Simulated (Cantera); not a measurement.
What does this Cantera script print?

```python
import numpy as np
import cantera as ct

gas = ct.Solution("gri30.yaml")
gas.TPX = 500, 500000, {'CH4': 1, 'O2': 1.54, 'N2': 5.78}
inlet = ct.Reservoir(gas, clone=True)
gas.equilibrate("HP")  # start burning
reactor = ct.IdealGasConstPressureReactor(gas, energy="on", clone=False)
exhaust = ct.Reservoir(gas, clone=True)
tau = [0.12, 0.049, 0.02, 0.0084, 0.0035, 0.0014, 0.0006, 0.00025, 0.0001, 4.2e-05, 1.7e-05, 7.2e-06][0]
for a, b in ((inlet, reactor), (reactor, exhaust)):
    ct.MassFlowController(a, b, mdot=lambda t: reactor.mass / tau)
net = ct.ReactorNet([reactor])
show = ['CH4', 'O2', 'NO', 'CH3', 'H', 'HO2', 'C2H6']

rows = []
print(f"{'tau/s':>10s}{'T/K':>9s}" + "".join(f"{s:>11s}" for s in show))
for tau in [0.12, 0.049, 0.02, 0.0084, 0.0035, 0.0014, 0.0006, 0.00025, 0.0001, 4.2e-05, 1.7e-05, 7.2e-06]:
    net.initial_time = 0.0
    net.advance(30 * tau)
    before = gas.X
    net.advance(40 * tau)
    drift = np.max(np.abs(gas.X - before) / (gas.X + 1e-9))
    rows.append([gas.T, *gas[show].X, drift])
    print(f"{tau:10.3e}{gas.T:9.1f}" + "".join(f"{x:11.3e}" for x in gas[show].X))
```

Result:

```
     tau/s      T/K        CH4         O2         NO        CH3          H        HO2       C2H6
 1.200e-01   2200.7  3.225e-05  3.312e-05  1.216e-04  8.320e-06  6.364e-04  1.360e-08  4.555e-10
 4.900e-02   2199.4  6.215e-05  6.565e-05  1.561e-04  1.748e-05  7.121e-04  2.537e-08  1.961e-09
 2.000e-02   2197.4  1.135e-04  1.330e-04  1.926e-04  3.532e-05  8.156e-04  5.180e-08  7.762e-09
 8.400e-03   2194.6  1.951e-04  2.648e-04  2.229e-04  6.747e-05  9.449e-04  1.093e-07  2.735e-08
 3.500e-03   2190.1  3.250e-04  5.292e-04  2.427e-04  1.251e-04  1.110e-03  2.411e-07  9.072e-08
 1.400e-03   2181.7  5.376e-04  1.085e-03  2.468e-04  2.295e-04  1.325e-03  5.702e-07  2.965e-07
 6.000e-04   2167.9  8.577e-04  2.116e-03  2.279e-04  3.922e-04  1.550e-03  1.308e-06  8.684e-07
 2.500e-04   2140.2  1.498e-03  4.405e-03  1.723e-04  6.876e-04  1.729e-03  3.318e-06  2.949e-06
 1.000e-04   2052.7  3.977e-03  1.258e-02  5.367e-05  1.399e-03  1.422e-03  1.259e-05  2.310e-05
 4.200e-05    500.0  1.202e-01  1.851e-01 -2.180e-20 -1.295e-20 -4.136e-31 -4.911e-20 -1.343e-18
 1.700e-05    500.0  1.202e-01  1.851e-01 -1.316e-22  7.235e-22 -2.648e-33  5.052e-22 -8.109e-21
 7.200e-06    500.0  1.202e-01  1.851e-01 -8.314e-24  3.657e-22 -1.666e-34  3.519e-22 -5.122e-22
```

Detailed kinetics in Cantera: GRI-Mech 3.0 (53 species, 325 reactions).
